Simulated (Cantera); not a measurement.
A perfectly stirred reactor is fed with CH₄ : H₂ = 1 : 1.1 (molar parts), at 0.0263 atm; it is held at 1950 K, and followed from long to short residence time.

Detailed kinetics in Cantera: GRI-Mech 3.0 (53 species, 325 reactions). GRI-Mech 3.0 stops at C3 and has no aromatics, soot or wall deposition, so with more carbon than oxygen in the feed, carbon stays in small species such as C2H2 where larger ones or solid carbon would form. Radical loss at walls, strong at low pressure, is not modelled.

Q: What does this change do: temperature 1950 to 1800 K?

A: 
```
quantity                 before     after
----------------------  -------  --------
x(CH₄) at τ = 6.60 s    0.00309    0.0112
x(H₂) at τ = 6.60 s       0.831     0.829
x(CH₂) at τ = 6.60 s    3.41e-6   1.03e-6
x(C₂H₄) at τ = 6.60 s   3.71e-5  0.000104
x(C₂H₆) at τ = 6.60 s   1.02e-7   7.71e-7
x(CH₄) at τ = 43.0 ms    0.0747     0.179
x(H₂) at τ = 43.0 ms      0.783     0.716
x(CH₂) at τ = 43.0 ms   1.34e-5   3.89e-6
x(C₂H₄) at τ = 43.0 ms  0.00109   0.00334
x(C₂H₆) at τ = 43.0 ms  2.72e-5   9.93e-5
```

Q: What does this change do: temperature 1950 to 1600 K?

A: 
```json
[
 {"quantity": "x(CH₄) at τ = 6.60 s", "before": "0.00309", "after": "0.0793"},
 {"quantity": "x(H₂) at τ = 6.60 s", "before": "0.831", "after": "0.786"},
 {"quantity": "x(CH₂) at τ = 6.60 s", "before": "3.41e-6", "after": "9.54e-8"},
 {"quantity": "x(C₂H₄) at τ = 6.60 s", "before": "3.71e-5", "after": "0.000613"},
 {"quantity": "x(C₂H₆) at τ = 6.60 s", "before": "1.02e-7", "after": "1.28e-5"},
 {"quantity": "x(CH₄) at τ = 43.0 ms", "before": "0.0747", "after": "0.444"},
 {"quantity": "x(H₂) at τ = 43.0 ms", "before": "0.783", "after": "0.543"},
 {"quantity": "x(CH₂) at τ = 43.0 ms", "before": "1.34e-5", "after": "1.93e-7"},
 {"quantity": "x(C₂H₄) at τ = 43.0 ms", "before": "0.00109", "after": "0.00368"},
 {"quantity": "x(C₂H₆) at τ = 43.0 ms", "before": "2.72e-5", "after": "0.000196"}
]
```
